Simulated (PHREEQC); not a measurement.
NaOH is added in steps, without added water, to 1 kg of water holding 0.02 mol HNO3, 0.00016 mol NiCl2 and 0.002 mol CuCl2, at 21 °C. Oxygen alone is held at its pressure in air (log pO2 = -0.68). The system is closed to CO2. The run lets Cu(OH)2, Atacamite, Cu2(OH)3NO3, Ni(OH)2, Halite precipitate or redissolve, and no other solid.

Base run: PHREEQC, ion-association model, wateq4f.dat. Each further column changes one thing. The table gives pH.

| NaOH added (mol) | base | 0.0073 mol/kgw NaHCO3 added | CuCl2 from 0.002 to 0.01 mol/kgw | diluted 100-fold with water | no solid may form |
|---|---|---|---|---|---|
| 0 | 1.75 | 1.95 | 1.77 | 3.71 | 1.75 |
| 0.00325 | 1.83 | 2.08 | 1.84 | 11.58 | 1.83 |
| 0.0065 | 1.93 | 2.26 | ___ | 11.89 | 1.93 |
| 0.00975 | 2.05 | 2.59 | ___ | 12.07 | 2.05 |
| 0.013 | 2.21 | 4.77 | 2.22 | 12.19 | 2.21 |
| 0.01625 | 2.48 | 5.28 | 2.49 | 12.28 | 2.48 |
| 0.0195 | 3.36 | 6.19 | 3.37 | 12.36 | 3.36 |
| 0.02275 | 6.03 | 7.44 | 4.72 | 12.42 | ___ |
| 0.026 | 11.29 | 9.79 | 4.81 | 12.48 | 11.25 |

Task: Some entries are withheld; supply them.

Result: 
- 0.0065, CuCl2 from 0.002 to 0.01 mol/kgw: 1.94
- 0.00975, CuCl2 from 0.002 to 0.01 mol/kgw: 2.06
- 0.02275, no solid may form: 7.27

The database's constant for dissolved Cu(OH)2 is higher than later reviews accept. The database's Ni(OH)2 is the aged solid; a fresh precipitate is more soluble. The database's nickel carbonate constants are estimates that later reviews lower a good deal.  In at least one series the solution becomes supersaturated in solids that the run did not let form, among them Cu(OH)2, Atacamite, Cu2(OH)3NO3, Ni(OH)2. Solids allowed in the column '0.0073 mol/kgw NaHCO3 added': Cu(OH)2, Malachite, Atacamite, Cu2(OH)3NO3, Ni(OH)2, NiCO3, Halite, Nahcolite, Natron.
